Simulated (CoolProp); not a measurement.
Saturated liquid density (kg/m³) of m-xylene: the reference equation beside estimates from Tc = 616.9 K, pc = 3.535 MPa, ω = 0.326. Rackett uses Z = 0.29056 − 0.08775 ω.

The numbers come from the reference Helmholtz-energy equation of state, Zhou 2012 in CoolProp.

```csv
T (K),reference,Rackett,van der Waals,Redlich-Kwong,Soave-Redlich-Kwong,Peng-Robinson
493.2,665.5,651.1,377.3,533.2,567.1,643.6
500.8,655.8,641.3,371.6,523.0,556.7,631.9
508.5,645.5,631.0,365.6,512.2,545.7,619.4
516.1,635.0,620.5,359.5,501.2,534.3,606.5
523.7,624.1,609.6,353.1,489.7,522.4,592.9
531.4,612.5,598.2,346.4,477.6,509.6,578.4
539,600.4,586.3,339.4,465.0,496.4,563.2
546.7,587.5,573.7,332.0,451.7,482.1,546.8
554.3,573.9,560.6,324.3,437.9,467.2,529.5
562,559.1,546.4,315.9,423.0,451.0,510.6
569.6,543.3,531.3,307.1,407.4,433.8,490.5
577.3,525.6,514.7,297.4,390.3,414.8,468.2
584.9,506.0,496.4,286.9,371.8,394.1,443.9
```

Absolute difference from the reference over all 13 rows, mean and median: Rackett 2.2 and 2.3 %, van der Waals 43.4 and 43.4 %, Redlich-Kwong 22.8 and 22.6 %, Soave-Redlich-Kwong 17.8 and 17.3 %, Peng-Robinson 6.8 and 6.2 %.
